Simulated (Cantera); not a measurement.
Feed: 1 mol CuO, 1.2 mol CO, equilibrated at 180000 Pa.

These are equilibrium values from Cantera (NASA tables, ideal gas, pure condensed phases), not measurements of a reactor. Candidate condensed phases: C, Cu, CuO, Cu2O; 15 gas species. Equilibrium is a limit: real reactors are often held back by kinetics, nucleation or transport.

x: gas mole fraction; n: condensed amount in mol.

```
T (K)  x CO2   x CO      x Cu      x O2   x Cu2       x O     x CuO  n Cu(s)  n Cu(l)
-----  -----  -----  --------  --------  ------  --------  --------  -------  -------
1075   0.833  0.167  1.42e-10    <1e-12  <1e-12    <1e-12    <1e-12     1.00        0
1225   0.833  0.167   1.34e-8    <1e-12  <1e-12    <1e-12    <1e-12     1.00        0
1375   0.833  0.167   4.57e-7  5.55e-12       …  1.12e-12    <1e-12        0    1.000
1525   0.833  0.167   6.91e-6  6.96e-10       …  1.11e-10  4.74e-11        0    1.000
1675   0.833  0.167   6.34e-5   3.63e-8       …   4.85e-9   2.51e-9        0    1.000
1825   0.833  0.167  0.000400   9.80e-7       …   1.13e-7   6.83e-8        0    1.000
1975   0.832  0.166   0.00189   1.59e-5       …   1.64e-6   1.11e-6        0    0.998
2125   0.827  0.166   0.00712  0.000172       …   1.62e-5   1.20e-5        0    0.991
2275   0.810  0.165    0.0224   0.00131       …  0.000116   9.19e-5        0    0.972
2425   0.761  0.170    0.0608   0.00670       …  0.000604  0.000506        0    0.919
2575   0.644  0.183     0.146    0.0203       …   0.00220   0.00192        0    0.777
```

Task: Complete the blanks.

Result: 
- 1375, x Cu2: 7.37e-11
- 1525, x Cu2: 3.17e-9
- 1675, x Cu2: 6.77e-8
- 1825, x Cu2: 8.53e-7
- 1975, x Cu2: 7.16e-6
- 2125, x Cu2: 4.38e-5
- 2275, x Cu2: 0.000208
- 2425, x Cu2: 0.000803
- 2575, x Cu2: 0.00262
